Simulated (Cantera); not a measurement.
A freely propagating, adiabatic, planar premixed flame of H2 : O2 : N2 = 1 : 0.61 : 2.29 (molar parts), unburnt at 300 K and 0.930 bar; multicomponent+Soret transport, grid criteria slope 0.08 and curve 0.16, no radiation.

Model: the H2/O2 subset of GRI-Mech 3.0, which has no nitrogen chemistry, integrated in Cantera. Burning velocities carry a grid error of a few per cent, more on coarse grids.

x: mole fraction of selected species; z is measured from the peak of heat release.

```csv
z (mm),T (K),u (m/s),x H2,x O2,x O,x H,x HO2,x H2O
-1.08,300,1.55,0.256,0.156,<1e-8,<1e-8,<1e-8,<1e-8
-0.722,300,1.54,0.256,0.156,<1e-8,<1e-8,<1e-8,2.62e-8
-0.542,300,1.54,0.255,0.157,<1e-8,<1e-8,1.82e-8,6.29e-7
-0.361,301,1.54,0.251,0.158,1.57e-8,<1e-8,3.93e-7,1.22e-5
-0.181,?,1.63,?,0.165,?,?,?,?
-0.0903,607,2.87,0.168,0.160,0.000106,0.00102,0.000382,0.0274
0,?,4.87,?,?,?,?,?,?
0.0903,1364,6.31,0.0557,0.0844,0.00657,0.0217,6.91e-5,0.174
0.181,1543,7.13,0.0300,0.0592,0.00894,0.0236,4.14e-5,0.215
0.361,1721,7.91,0.0201,0.0474,0.00849,0.0176,2.54e-5,0.236
0.722,1878,8.57,0.0158,0.0429,0.00608,0.00999,1.61e-5,0.249
1.44,2004,9.07,0.0106,0.0398,0.00367,0.00460,9.33e-6,0.262
2.89,2089,9.41,0.00593,0.0380,0.00190,0.00171,5.13e-6,0.271
```

Problem. Some entries are withheld; supply them.

Solution. 
- -0.181, T (K): 332
- -0.181, x H2: 0.214
- -0.181, x O: 1.10e-6
- -0.181, x H: 2.91e-7
- -0.181, x HO2: 7.14e-5
- -0.181, x H2O: 0.00165
- 0, T (K): 1049
- 0, x H2: 0.111
- 0, x O2: 0.129
- 0, x O: 0.00199
- 0, x H: 0.0105
- 0, x HO2: 0.000139
- 0, x H2O: 0.0962
